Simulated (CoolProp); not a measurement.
Vapour pressure (bar) of CH3F (R41): the reference equation beside estimates from Tc = 44.1 °C, pc = 59.06 bar, ω = 0.200.

Values from CoolProp's reference Helmholtz-energy equation of state, Lemmon 2006. It is a short technical equation, of lower accuracy than the large ones.

| T (°C) | reference | van der Waals | Peng-Robinson |
|---|---|---|---|
| -72.05 | 1.417 | 6.992 | 1.394 |
| -60.35 | 2.491 | 9.485 | 2.469 |
| -48.75 | 4.091 | 12.48 | ? |
| -37.15 | 6.378 | ? | 6.397 |
| -25.55 | 9.521 | 20.17 | 9.592 |
| -13.95 | 13.70 | ? | ? |
| -2.25 | 19.18 | 30.39 | 19.45 |
| 9.35 | ? | ? | 26.50 |

Q: What belongs in the gaps?

A: 
- -48.75, Peng-Robinson: 4.081
- -37.15, van der Waals: 16.03
- -13.95, van der Waals: 24.93
- -13.95, Peng-Robinson: 13.86
- 9.35, reference: 26.10
- 9.35, van der Waals: 36.49

Absolute difference from the reference over all 8 rows, mean and median: van der Waals 165.3 and 131.6 %, Peng-Robinson 1.0 and 1.0 %.
